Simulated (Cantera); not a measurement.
Feed: 1 mol SiH2Cl2, 2.3 mol NO, 120 mol N2, held at 1350 K and 0.133 bar.

Cantera equilibrium calculation (NASA polynomials, part measured and part estimated; ideal gas, pure solids and liquids). Candidate condensed phases: H2O, NH4Cl, Si, SiO2, Si2N2O, Si3N4; 47 gas species. The tables hold silica as quartz up to 1696 K and as liquid above; real silica turns to tridymite and cristobalite and melts near 1996 K. Equilibrium is a limit: real reactors are often held back by kinetics, nucleation or transport.

Base state: N2 0.982, HCl 0.0150, O2 0.000895, Cl 0.000770, H2O 0.000602, Cl2 0.000217, NO 3.95e-5 (mole fractions); condensed: SiO2(β-quartz).

### Question
What changes in the equilibrium state with this change: temperature from 1350 K to 1775 K?

### Answer
| species | before | after |
|---|---|---|
| N2 | 0.982 | 0.982 |
| HCl | 0.0150 | 0.0133 |
| Cl | 0.000770 | 0.00284 |
| H2O | 0.000602 | 0.00141 |
| OH | 6.02e-7 | 2.43e-5 |
| Cl2 | 0.000217 | 1.37e-5 |
| NO | 3.95e-5 | 0.000186 |
| SiO2(β-quartz), mol | 1.00 | 0 |
| SiO2(condensed), mol | 0 | 1.000 |

### Question
What changes in the equilibrium state with this change: N2 from 120 to 28 mol?

### Answer
```tsv
species	before	after
N2	0.982	0.932
HCl	0.0150	0.0588
O2	0.000895	0.00347
Cl2	0.000217	0.00154
H2O	0.000602	0.00256
Cl	0.000770	0.00205
NO	3.95e-5	7.57e-5
SiO2(β-quartz), mol	1.00	1.00
```

### Question
What changes in the equilibrium state with this change: SiH2Cl2 replaced by Si2H6?

### Answer
| species | before | after |
|---|---|---|
| N2 | 0.982 | 0.976 |
| H2 | 1.12e-8 | 0.0243 |
| H2O | 0.000602 | 6.64e-6 |
| HCl | 0.0150 | 0 |
| O2 | 0.000895 | <1e-9 |
| Cl | 0.000770 | 0 |
| Cl2 | 0.000217 | 0 |
| NO | 3.95e-5 | <1e-9 |
| SiO2(β-quartz), mol | 1.00 | 0.866 |
| Si2N2O(s), mol | 0 | 0.567 |
The feed counts by its element totals alone. Mutual solubility and eutectic melting of coexisting phases are not modelled.
